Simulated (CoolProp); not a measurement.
A single-stage vapour-compression cycle with the fluid: evaporating at 255.15 K (dew point), condensing at 297.15 K (bubble point), superheat 2 K, subcooling 8 K, compressor efficiency 0.8, no pressure losses. The same conditions are run with several fluids, on thermodynamics alone (safety and materials aside).

Model: reference Helmholtz-energy equation of state of each fluid (n-butane: Bücker 2006; R21: Platzer 1990; R1233zd(E): Akasaka 2022; R152A: Outcalt 1996; R407C: Lemmon 2003; R507A: Lemmon 2003), in CoolProp. The equations of Platzer and Polt are older, rougher fits. Blends and air are pseudo-pure fits.

```csv
fluid,cooling COP,pressure ratio,discharge temperature (K),refrigerating effect (kJ/kg),volumetric capacity (kJ/m³)
n-butane,4.39,4.77,306.8,325,448
R21,?,5.60,343.5,220,338
R1233zd(E),4.43,?,312.0,?,221
R152A,4.35,4.41,326.2,269,1150
R407C,3.60,?,330.0,179,1800
R507A,?,3.69,309.7,132,2300
```

Problem. Fill in the missing entries.

Solution. 
- R21, cooling COP: 4.44
- R1233zd(E), pressure ratio: 6.10
- R1233zd(E), refrigerating effect (kJ/kg): 174
- R407C, pressure ratio: 4.97
- R507A, cooling COP: 4.07
